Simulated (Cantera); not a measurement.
Input (Python, Cantera) and output of one run.

```python
import numpy as np
import cantera as ct

gas_names = """
    H HO2 H2 H2O H2O2 O OH O2 O3 Si SiH SiH2 SiH3 SiH4 SiO SiO2 Si2 Si3
""".split()
cond_names = """
    H2O(s) H2O(L) Si(cr) Si(L) SiO2(Lqz) SiO2(hqz) SiO2(L)
""".split()


# ... load() reads the species with a 1 bar reference pressure and builds the phases ...
atoms = {
    'SiH4': {'Si': 1, 'H': 4},
    'O3': {'O': 3},
    'H2': {'H': 2},
}
top_T = {}  # K; cautious upper limits of use, not melting points


# ... equilibrate(T, P, feed) seeds the gas with the atoms and calls Mixture.equilibrate('TP', solver="vcs", rtol=1e-11, max_steps=5000) ...
results = []
T = 1375  # K
P = 1333.22  # Pa
for m in [0.93, 2, 4.1, 8.7, 18, 39, 82]:
    feed = {'SiH4': 1, 'O3': 1.8, 'H2': m}  # mol
    mix = equilibrate(T, P, feed)
    results.append((T, P, feed, dict(zip(mix.species_names, mix.species_moles))))

top = {s: max(r[3][s] / sum(r[3][g] for g in gas_names) for r in results) for s in gas_names}
cols = sorted((s for s in top if top[s] > 1e-05), key=lambda s: -top[s])[:9]
seen = [c for c in cond_names if any(r[3].get(c, 0) > 1e-12 for r in results)]
print("log10 of partial pressures in bar; condensed amounts in mol")
print(f"{'n(H2)':>10s}" + "".join(f"{s[:9]:>10s}" for s in cols + seen))
for T, P, feed, n in results:
    ng = sum(n[g] for g in gas_names)
    print(f"{feed['H2']:10.4g}" + "".join(f"{np.log10(max(n[s] / ng * P / 1e5, 1e-99)):10.3f}" for s in cols)
          + "".join(f"{n.get(c, 0):10.4g}" for c in seen))
```

It prints:

```
log10 of partial pressures in bar; condensed amounts in mol
     n(H2)        H2       H2O        O2        OH         H SiO2(hqz)
      0.93    -6.921    -1.909    -3.005    -5.658    -8.926         1
         2    -2.699    -1.946   -11.522    -7.806    -6.815         1
       4.1    -2.229    -2.129   -12.829    -8.224    -6.580         1
       8.7    -2.041    -2.373   -13.693    -8.562    -6.486         1
        18    -1.956    -2.645   -14.406    -8.877    -6.443         1
        39    -1.913    -2.956   -15.116    -9.210    -6.421         1
        82    -1.893    -3.268   -15.779    -9.531    -6.412         1
```

These are equilibrium values from Cantera (NASA tables, ideal gas, pure condensed phases), not measurements of a reactor. The tables hold silica as quartz up to 1696 K and as liquid above; real silica turns to tridymite and cristobalite and melts near 1996 K. Gases not in the tables: Si(OH)4.
